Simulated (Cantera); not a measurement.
Cantera run:

```python
import numpy as np
import cantera as ct

gas_names = """
    B BF BF2 BF3 BH BHF2 BH2 BH3 BN BO BOF BOF2 BO2 B2 B2O B2O2 B2O3 B3O3F3 B3O3H3 F FO FO2 F2 F2O H HBO
    HBO2 HF HNO HNO2 HNO3 HOF HO2 H2 H2F2 H2O H2O2 H3B3O6 H3F3 H4F4 H5F5 H6F6 H7F7 N NF NF2 NF3 NH NH2
    NH3 NH2OH NO NO2 NO3 N2 N2H2 N2H4 N2O O OH O2 O3
""".split()
cond_names = """
    B(b) B(L) BN(s) B2O3(L) B3O3H3(cr) H2O(s) H2O(L)
""".split()


def load(file, names, dense=False):
    # The tables refer to 1 bar. Condensed volumes are neglected.
    table = {s.name: s for s in ct.Species.list_from_file(file)}
    out = []
    for n in names:
        d = dict(table[n].input_data)
        d["thermo"] = dict(d["thermo"], **{"reference-pressure": 1e5})
        if dense:
            d["equation-of-state"] = {"model": "constant-volume", "density": "1e6 g/cm^3"}
        out.append(ct.Species.from_dict(d))
    return out


gas = ct.Solution(thermo="ideal-gas", species=load("nasa_gas.yaml", gas_names))
cond = {s.name: ct.Solution(thermo="fixed-stoichiometry", species=[s], name=s.name)
        for s in load("nasa_condensed.yaml", cond_names, dense=True)}
atoms = {
    'B2O3': {'B': 2, 'O': 3},
    'HF': {'H': 1, 'F': 1},
    'N2': {'N': 2},
}
top_T = {'BN(s)': 3200}  # K; cautious upper limits of use, not melting points


def equilibrate(T, P, feed):
    n = {}
    for name, mol in feed.items():
        for a, k in atoms[name].items():
            n[a] = n.get(a, 0.0) + k * mol
    gas.TPX = T, P, n
    mass = sum(n.values()) * gas.mean_molecular_weight
    gas.equilibrate("TP")
    valid = [c for c in cond.values() if c.min_temp <= T <= top_T.get(c.name, c.max_temp)]
    mix = ct.Mixture([(gas, mass / gas.mean_molecular_weight)] + [(c, 0.0) for c in valid])
    mix.T, mix.P = T, P
    mix.equilibrate("TP", solver="vcs", rtol=1e-11, max_steps=5000)
    return mix


results = []
feed = {'B2O3': 1, 'HF': 9.7, 'N2': 4.9}  # mol
P = 480  # Pa
for T in [825, 875, 925, 975, 1025, 1075, 1125, 1175, 1225, 1275]:
    mix = equilibrate(T, P, feed)
    results.append((T, P, feed, dict(zip(mix.species_names, mix.species_moles))))

top = {s: max(r[3][s] / sum(r[3][g] for g in gas_names) for r in results) for s in gas_names}
cols = sorted((s for s in top if top[s] > 1e-06), key=lambda s: -top[s])[:7]
seen = [c for c in cond_names if any(r[3].get(c, 0) > 1e-12 for r in results)]
print("log10 of partial pressures in bar; condensed amounts in mol")
print(f"{'T/K':>10s}" + "".join(f"{s[:9]:>10s}" for s in cols + seen))
for T, P, feed, n in results:
    ng = sum(n[g] for g in gas_names)
    print(f"{T:10.4g}" + "".join(f"{np.log10(max(n[s] / ng * P / 1e5, 1e-99)):10.3f}" for s in cols)
          + "".join(f"{n.get(c, 0):10.4g}" for c in seen))
```

It prints:

```
log10 of partial pressures in bar; condensed amounts in mol
       T/K        HF        N2       H2O       BF3       BOF    B3O3F3      HBO2
       825    -2.882    -2.762    -2.977    -3.154    -7.997    -5.887    -8.822
       875    -2.877    -2.762    -2.981    -3.159    -7.168    -5.407    -7.967
       925    -2.867    -2.763    -2.988    -3.170    -6.450    -5.039    -7.236
       975    -2.852    -2.764    -2.999    -3.187    -5.829    -4.776    -6.613
      1025    -2.835    -2.765    -3.014    -3.208    -5.288    -4.596    -6.080
      1075    -2.816    -2.767    -3.032    -3.235    -4.815    -4.484    -5.623
      1125    -2.796    -2.770    -3.056    -3.268    -4.404    -4.440    -5.235
      1175    -2.775    -2.774    -3.087    -3.311    -4.058    -4.485    -4.922
      1225    -2.752    -2.781    -3.130    -3.372    -3.783    -4.657    -4.698
      1275    -2.725    -2.790    -3.186    -3.459    -3.589    -4.989    -4.571
```

Equilibrium computed with Cantera from the NASA thermochemical tables; the gas is ideal and each condensed phase is pure. Gases not in the tables: H3BO3.
